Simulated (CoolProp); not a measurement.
R236FA along the isobar 176 bar: Z from the reference equation and from simpler models built on Tc = 398.1 K, pc = 31.91 bar, ω = 0.377; each cubic takes its own stable root.

The numbers come from the reference Helmholtz-energy equation of state, Pan 2012 in CoolProp.

| T (K) | phase | reference | van der Waals | Redlich-Kwong | Peng-Robinson |
|---|---|---|---|---|---|
| 217.4 | liquid | 0.9053 | 1.482 | 1.030 | 0.8948 |
| 231.4 | liquid | 0.8693 | 1.410 | 0.9849 | 0.8536 |
| 245.5 | liquid | 0.8380 | 1.347 | 0.9458 | 0.8181 |
| 259.5 | liquid | 0.8112 | 1.291 | 0.9124 | 0.7880 |
| 273.6 | liquid | 0.7880 | 1.241 | 0.8834 | 0.7623 |
| 287.6 | liquid | 0.7683 | 1.198 | 0.8586 | 0.7408 |
| 301.7 | liquid | 0.7515 | 1.159 | 0.8373 | 0.7228 |
| 315.7 | liquid | 0.7375 | 1.124 | 0.8193 | 0.7084 |
| 329.8 | liquid | 0.7260 | 1.093 | 0.8042 | 0.6972 |
| 343.8 | liquid | 0.7170 | 1.065 | 0.7918 | 0.6892 |
| 357.9 | liquid | 0.7104 | 1.040 | 0.7817 | 0.6843 |
| 371.9 | liquid | 0.7061 | 1.018 | 0.7741 | 0.6825 |
| 386 | liquid | 0.7042 | 0.9980 | 0.7685 | 0.6838 |
| 400 | supercritical | 0.7047 | 0.9805 | 0.7651 | 0.6883 |
